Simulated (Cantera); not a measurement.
# Equilibrium for fluorocarbon and chlorocarbon gases: CH₂F₂ + CH₄ + H₂

Input: 1 mol CH₂F₂, 1.2 mol CH₄, 0.79 mol H₂, equilibrated at 1.10 mbar.

Equilibrium computed with Cantera from the NASA thermochemical tables; the gas is ideal and each condensed phase is pure. Candidate condensed phases: C, C₆H₆, C₇H₈, C₈H₁₈; 95 gas species. Rates play no part.

```csv
T (K),log p H₂,log p HF,log p H,log p C₂H₂ (acetylene),log p CH₄,log p F,log p C₂H,n C(graphite)
750,-3.17,-3.37,-14.09,<-14,-5.84,<-14,<-14,2.19
900,-3.17,-3.37,-11.52,-13.42,-6.85,<-14,<-14,2.20
1050,-3.17,-3.37,-9.68,-11.55,-7.58,<-14,<-14,2.20
1200,-3.17,-3.37,-8.29,-10.16,-8.14,-14.23,<-14,2.20
1350,-3.17,-3.37,-7.21,-9.08,-8.58,-12.49,<-14,2.20
1500,-3.17,-3.37,-6.34,-8.21,-8.93,-11.10,-14.11,2.20
1650,-3.17,-3.37,-5.63,-7.51,-9.22,-9.96,-12.33,2.20
1800,-3.17,-3.37,-5.03,-6.93,-9.46,-9.01,-10.85,2.20
1950,-3.19,-3.38,-4.53,-6.45,-9.68,-8.20,-9.60,2.20
2100,-3.21,-3.39,-4.11,-6.05,-9.91,-7.51,-8.54,2.19
2250,-3.27,-3.41,-3.76,-5.75,-10.17,-6.90,-7.64,2.18
```
log p: log10 of the partial pressure in bar; n: condensed amount in mol.

From 750 K to 2250 K the condensed part is C(graphite). The main C-bearing gas is CH₄ at 750 K and C₂H₂ (acetylene) at 2250 K.
